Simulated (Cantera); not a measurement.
Cantera run, input and output.

```python
import numpy as np
import cantera as ct

gas = ct.Solution("gri30.yaml")
gas.TPX = 1248, 1333, {'H2': 0.055, 'O2': 1, 'H2O': 0.024}
reactor = ct.IdealGasConstPressureReactor(gas, energy="off", clone=False)
net = ct.ReactorNet([reactor])
net.rtol, net.atol = 1e-08, 1e-18
show = ['H2', 'O2', 'H', 'HO2', 'O', 'OH', 'H2O']
times = np.geomspace(2e-05, 3, 15)

steps = ct.SolutionArray(gas, extra=["t"])
rows = []
print(f"{'t/s':>10s}{'T/K':>9s}{'P/Pa':>11s}" + "".join(f"{s:>11s}" for s in show))
for t in times:
    while net.time < t:
        t_next = net.step()
        steps.append(gas.state, t=t_next)
    rows.append([np.interp(t, steps.t, y) for y in (steps.T, steps.P, *steps(*show).X.T)])
    print(f"{t:10.3e}{rows[-1][0]:9.1f}{rows[-1][1]:11.4g}" + "".join(f"{x:11.3e}" for x in rows[-1][2:]))
rate = np.gradient(steps.T, steps.t)
print("integrator steps:", len(steps.t))
if steps.T.max() > steps.T[0] + 200:
    print(f"time of steepest temperature rise: {steps.t[rate.argmax()]:.4e} s")
gas.TPX = 1248, 1333, {'H2': 0.055, 'O2': 1, 'H2O': 0.024}
gas.equilibrate("TP")
print(f"equilibrium (TP): T = {gas.T:.1f} K  " + "  ".join(f"{s} {gas[s].X[0]:.3e}" for s in show))
```

Output:

```
       t/s      T/K       P/Pa         H2         O2          H        HO2          O         OH        H2O
 2.000e-05   1248.0       1333  5.097e-02  9.268e-01  1.657e-09  2.085e-09  4.717e-10  4.568e-10  2.224e-02
 4.685e-05   1248.0       1333  5.097e-02  9.268e-01  3.272e-09  4.886e-09  2.150e-09  1.948e-09  2.224e-02
 1.098e-04   1248.0       1333  5.097e-02  9.268e-01  7.272e-09  1.146e-08  9.451e-09  7.697e-09  2.224e-02
 2.572e-04   1248.0       1333  5.097e-02  9.268e-01  2.847e-08  2.694e-08  5.445e-08  4.000e-08  2.224e-02
 6.024e-04   1248.0       1333  5.097e-02  9.268e-01  4.833e-07  6.632e-08  1.034e-06  7.328e-07  2.224e-02
 1.411e-03   1248.0       1333  4.961e-02  9.257e-01  3.095e-04  1.759e-06  6.599e-04  4.603e-04  2.322e-02
 3.306e-03   1248.0       1333  1.412e-03  8.882e-01  8.596e-03  3.871e-06  3.174e-02  4.917e-03  6.514e-02
 7.746e-03   1248.0       1333  1.101e-03  8.922e-01  6.937e-03  3.723e-06  2.852e-02  4.458e-03  6.674e-02
 1.815e-02   1248.0       1333  8.492e-04  9.002e-01  4.576e-03  3.497e-06  2.154e-02  3.928e-03  6.886e-02
 4.251e-02   1248.0       1333  4.894e-04  9.109e-01  1.939e-03  2.946e-06  1.212e-02  2.994e-03  7.153e-02
 9.960e-02   1248.0       1333  1.834e-04  9.195e-01  4.349e-04  1.949e-06  4.467e-03  1.839e-03  7.358e-02
 2.333e-01   1248.0       1333  4.722e-05  9.233e-01  5.651e-05  9.036e-07  1.145e-03  9.363e-04  7.452e-02
 5.466e-01   1248.0       1333  1.062e-05  9.244e-01  6.051e-06  3.106e-07  2.579e-04  4.457e-04  7.488e-02
 1.281e+00   1248.0       1333  2.542e-06  9.247e-01  7.132e-07  9.659e-08  6.194e-05  2.188e-04  7.501e-02
 3.000e+00   1248.0       1333  6.974e-07  9.248e-01  1.032e-07  3.334e-08  1.707e-05  1.149e-04  7.507e-02
integrator steps: 1493
equilibrium (TP): T = 1248.0 K  H2 2.261e-08  O2 9.249e-01  H 6.122e-10  HO2 2.006e-08  O 5.581e-07  OH 2.078e-05  H2O 7.512e-02
```

Detailed kinetics in Cantera: GRI-Mech 3.0 (53 species, 325 reactions). Radical loss at walls, strong at low pressure, is not modelled. The temperature is held fixed by assumption; the heat of reaction is taken as removed at once.
